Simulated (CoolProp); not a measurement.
Properties of hexamethyldisiloxane (MM) along the isotherm 620 K (Tc = 518.7 K, pc = 1931 kPa, ω = 0.418).

Model: reference Helmholtz-energy equation of state, Thol 2016, in CoolProp.

```csv
p (kPa),phase,cp (kJ/(kg K)),speed of sound (m/s),fugacity coefficient
603,gas,2.295,170.3,0.9431
1210,gas,2.333,160.5,0.8886
1810,gas,2.384,…,0.8377
2410,supercritical,2.452,…,0.7902
3020,supercritical,2.540,137.8,0.7456
3620,supercritical,…,133.4,0.7053
4220,supercritical,2.730,132.6,0.6684
4830,supercritical,2.783,138.0,0.6348
5430,supercritical,2.784,149.8,0.6057
6030,supercritical,2.758,165.8,0.5807
6640,supercritical,2.725,…,0.5591
7240,supercritical,…,200.8,0.5411
7850,supercritical,2.669,217.8,0.5258
8450,supercritical,2.648,233.8,0.5131
9050,supercritical,2.630,249.0,0.5025
9660,supercritical,2.615,263.8,0.4935
```

Task: Some entries are withheld; supply them.

Result: 
- 1810, speed of sound (m/s): 151.7
- 2410, speed of sound (m/s): 144.1
- 3620, cp (kJ/(kg K)): 2.639
- 6640, speed of sound (m/s): 183.4
- 7240, cp (kJ/(kg K)): 2.695
